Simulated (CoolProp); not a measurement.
Values from CoolProp's reference Helmholtz-energy equation of state, Schroeder 2014.

Task: Give the vapour pressure (kPa), vapour density (kg/m³), enthalpy of vaporisation (kJ/kg) of saturated ethanol at 100.55, 110.35, 113.55 °C.

Result: 
```csv
T (°C),p (kPa),vapour density (kg/m³),enthalpy of vaporisation (kJ/kg)
100.55,228,3.59,810
110.35,316,4.90,790
113.55,350,5.41,783
```
